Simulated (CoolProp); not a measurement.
The numbers come from the reference Helmholtz-energy equation of state, Lemmon 2006 in CoolProp. It is a short technical equation, of lower accuracy than the large ones.

Question: Give the vapour pressure (MPa), vapour density (kg/m³), enthalpy of vaporisation (kJ/kg), liquid cp (kJ/(kg K)) of saturated n-decane at 451.9 K.

Answer: 
```json
[
 {"T (K)": "451.9", "p (MPa)": "0.114", "vapour density (kg/m³)": "4.63", "enthalpy of vaporisation (kJ/kg)": "273", "liquid cp (kJ/(kg K))": "2.83"}
]
```
